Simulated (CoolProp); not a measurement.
Vapour-liquid equilibrium of R125 (1) + propylene (2) at 4.85 bar; x and y are mole fractions of (1).

Model: multi-fluid Helmholtz-energy mixture model, Lemmon 2005 and Lemmon 2013; pair parameters Bell 2016, in CoolProp.

| x | bubble temperature (K) | y at the bubble point | dew temperature at overall composition x (K) | liquid density (mol/L) |
|---|---|---|---|---|
| 0.05 | 264.4 | 0.117 | 265.9 | 13.11 |
| 0.125 | 261.6 | 0.240 | 264.2 | 12.97 |
| 0.2 | 259.8 | 0.324 | 262.5 | 12.81 |
| 0.275 | 258.7 | 0.387 | 260.8 | 12.65 |
| 0.35 | 258.0 | 0.437 | 259.3 | 12.49 |
| 0.425 | 257.6 | 0.480 | 258.1 | 12.34 |
| 0.5 | 257.4 | 0.521 | 257.4 | 12.19 |
| 0.575 | 257.3 | 0.561 | 257.4 | 12.06 |
| 0.65 | 257.5 | 0.606 | 257.9 | 11.93 |
| 0.725 | 257.9 | 0.657 | 258.8 | 11.81 |
| 0.8 | 258.7 | 0.719 | 259.9 | 11.70 |
| 0.875 | 259.9 | 0.799 | 261.1 | 11.58 |
| 0.95 | 261.6 | 0.906 | 262.4 | 11.46 |

y crosses x between x = 0.5 and 0.575: the model has an azeotrope there.

The pair parameters rest on a limited set of measurements; away from them the model extrapolates.
